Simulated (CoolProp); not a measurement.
A single-stage vapour-compression cycle with R143a: evaporating at 258.15 K (dew point), condensing at 305.15 K (bubble point), superheat 10 K, subcooling 5 K, compressor efficiency 0.8, no pressure losses. Each further row changes one setting.

Model: reference Helmholtz-energy equation of state, Lemmon and Jacobsen 2000, in CoolProp.

```csv
case,cooling COP,pressure ratio,discharge temperature (K),refrigerating effect (kJ/kg),volumetric capacity (kJ/m³)
as stated,3.46,4.00,329.0,147,2330
evaporating temperature 263.15 K,4.04,3.36,327.1,150,2810
condensing temperature 300.15 K,4.02,3.52,323.0,156,2460
subcooling 10 K,3.65,4.00,329.0,156,2460
superheat 20 K,3.49,4.00,339.1,157,2360
compressor efficiency 0.7,3.02,4.00,333.9,147,2330
```
